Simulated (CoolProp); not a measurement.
Vapour pressure (MPa) of R1132(E): the reference equation beside estimates from Tc = 75.7 °C, pc = 5.174 MPa, ω = 0.245. Clausius-Clapeyron is anchored at 15.25 °C with a constant enthalpy of vaporisation of 14.73 kJ/mol.

Values from CoolProp's reference Helmholtz-energy equation of state, Akasaka 2024.

```tsv
T (°C)	reference	Lee-Kesler	Clausius-Clapeyron	van der Waals	Redlich-Kwong	Soave-Redlich-Kwong	Peng-Robinson
-6.55	0.6623	0.6641	0.7726	1.600	0.9111	0.6652	0.6581
-2.15	0.7631	0.7652	0.8606	1.730	1.029	0.7673	0.7584
2.15	0.8722	0.8746	0.9532	1.862	1.155	0.8779	0.8673
6.55	0.9955	0.9980	1.055	2.005	1.293	1.003	0.9904
10.95	1.131	1.134	1.163	2.154	1.443	1.141	1.126
15.25	1.277	1.279	1.277	2.306	1.601	1.289	1.272
19.65	1.439	1.442	1.400	2.468	1.774	1.454	1.435
23.95	1.613	1.615	1.528	2.634	1.955	1.631	1.610
28.35	1.806	1.807	1.667	2.810	2.152	1.827	1.804
32.75	2.015	2.016	1.814	2.993	2.363	2.040	2.015
37.05	2.237	2.237	1.966	3.180	2.582	2.265	2.239
41.45	2.482	2.481	2.129	3.378	2.819	2.514	2.487
45.85	2.746	2.745	2.301	3.583	3.071	2.782	2.754
50.15	3.025	3.024	2.478	3.791	3.331	3.063	3.036
54.55	3.331	3.331	2.667	4.011	3.611	3.372	3.346
```

Absolute difference from the reference over all 15 rows, mean and median: Lee-Kesler 0.1 and 0.1 %, Clausius-Clapeyron 10.2 and 10.0 %, van der Waals 69.8 and 63.3 %, Redlich-Kwong 21.9 and 21.2 %, Soave-Redlich-Kwong 1.0 and 1.1 %, Peng-Robinson 0.3 and 0.4 %.
